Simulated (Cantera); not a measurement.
What does this Cantera script print?

```python
import numpy as np
import cantera as ct

gas_names = """
    Electron C C+ C- CH CH+ CH2 CH3 CH2OH CH3O CH4 CH3OH CO CO+ CO2 CO2+ COOH C2 C2+ C2- C2H CHCO,ketyl
    C2H2,acetylene C2H2,vinylidene CH2CO,ketene C2H3,vinyl CH3CO,acetyl C2H4 C2H4O,ethylen
    CH3CHO,ethanal CH3COOH (HCOOH)2 C2H5 C2H6 CH3OCH3 C2H5OH C2O C3 C3H3,propargyl C3H4,allene
    C3H4,propyne C3H4,cyclo- C3H5,allyl C3H6,propylene C3H6,cyclo- C3H6O C3H7,n-propyl C3H7,i-propyl
    C3H8 C3H8O,1propanol C3H8O,2propanol C3O2 C4 C4H2 C4H4,1,3-cyclo- C4H6,butadiene C4H6,2-butyne
    C4H6,cyclo- C4H8,1-butene C4H8,cis2-buten C4H8,tr2-butene C4H8,isobutene C4H8,cyclo- (CH3COOH)2
    C4H9,n-butyl C4H9,i-butyl C4H9,s-butyl C4H9,t-butyl C4H10,isobutane C4H10,n-butane C5 C5H6,1,3cyclo-
    C5H8,cyclo- C5H10,1-pentene C5H10,cyclo- C5H11,pentyl C5H11,t-pentyl C5H12,n-pentane C5H12,i-pentane
    CH3C(CH3)2CH3 C6H2 C6H5,phenyl C6H5O,phenoxy C6H6 C6H5OH,phenol C6H10,cyclo- C6H12,1-hexene
    C6H12,cyclo- C6H13,n-hexyl C7H7,benzyl C7H8 C7H8O,cresol C7H14,1-heptene C7H15,n-heptyl
    C7H16,n-heptane C8H8,styrene C8H10,ethylbenz C8H16,1-octene C8H17,n-octyl C8H18,isooctane
    C8H18,n-octane C9H19,n-nonyl C10H8,naphthale C10H21,n-decyl C12H9,o-bipheny C12H10,bipheny H H+ H-
    HCO HCO+ HO2 H2 H2+ H2- HCHO,formaldehy HCOOH H2O H2O+ H2O2 H3O+ O O+ O- OH OH+ OH- O2 O2+ O2- O3
""".split()
cond_names = """
    C(gr) C6H6(L) C7H8(L) C8H18(L),n-octa H2O(s) H2O(L)
""".split()


def load(file, names, dense=False):
    # The tables refer to 1 bar. Condensed volumes are neglected.
    table = {s.name: s for s in ct.Species.list_from_file(file)}
    out = []
    for n in names:
        d = dict(table[n].input_data)
        d["thermo"] = dict(d["thermo"], **{"reference-pressure": 1e5})
        if dense:
            d["equation-of-state"] = {"model": "constant-volume", "density": "1e6 g/cm^3"}
        out.append(ct.Species.from_dict(d))
    return out


gas = ct.Solution(thermo="ideal-gas", species=load("nasa_gas.yaml", gas_names))
cond = {s.name: ct.Solution(thermo="fixed-stoichiometry", species=[s], name=s.name)
        for s in load("nasa_condensed.yaml", cond_names, dense=True)}
atoms = {
    'CO2': {'C': 1, 'O': 2},
    'H2': {'H': 2},
}
top_T = {'C(gr)': 4500}  # K; cautious upper limits of use, not melting points


def equilibrate(T, P, feed):
    n = {}
    for name, mol in feed.items():
        for a, k in atoms[name].items():
            n[a] = n.get(a, 0.0) + k * mol
    gas.TPX = T, P, n
    mass = sum(n.values()) * gas.mean_molecular_weight
    gas.equilibrate("TP")
    valid = [c for c in cond.values() if c.min_temp <= T <= top_T.get(c.name, c.max_temp)]
    mix = ct.Mixture([(gas, mass / gas.mean_molecular_weight)] + [(c, 0.0) for c in valid])
    mix.T, mix.P = T, P
    mix.equilibrate("TP", solver="vcs", rtol=1e-11, max_steps=5000)
    return mix


results = []
feed = {'CO2': 1, 'H2': 7.6}  # mol
P = 15  # Pa
for T in [2000, 2500, 3000, 3500, 4000, 4500, 5000]:
    mix = equilibrate(T, P, feed)
    results.append((T, P, feed, dict(zip(mix.species_names, mix.species_moles))))

top = {s: max(r[3][s] / sum(r[3][g] for g in gas_names) for r in results) for s in gas_names}
cols = sorted((s for s in top if top[s] > 1e-05), key=lambda s: -top[s])[:5]
seen = [c for c in cond_names if any(r[3].get(c, 0) > 1e-12 for r in results)]
print("log10 of partial pressures in bar; condensed amounts in mol")
print(f"{'T/K':>10s}" + "".join(f"{s[:9]:>10s}" for s in cols + seen))
for T, P, feed, n in results:
    ng = sum(n[g] for g in gas_names)
    print(f"{T:10.4g}" + "".join(f"{np.log10(max(n[s] / ng * P / 1e5, 1e-99)):10.3f}" for s in cols)
          + "".join(f"{n.get(c, 0):10.4g}" for c in seen))
```

Output:

```
log10 of partial pressures in bar; condensed amounts in mol
       T/K         H        H2        CO       H2O         O
      2000    -4.786    -3.995    -4.798    -4.806    -7.525
      2500    -3.956    -4.713    -4.999    -5.839    -5.190
      3000    -3.880    -6.157    -5.057    -8.924    -5.062
      3500    -3.878    -7.298    -5.059   -11.329    -5.060
      4000    -3.878    -8.161    -5.066   -13.136    -5.053
      4500    -3.886    -8.849    -5.239   -14.455    -4.945
      5000    -3.900    -9.416    -5.979   -15.478    -4.809
```

These are equilibrium values from Cantera (NASA tables, ideal gas, pure condensed phases), not measurements of a reactor.
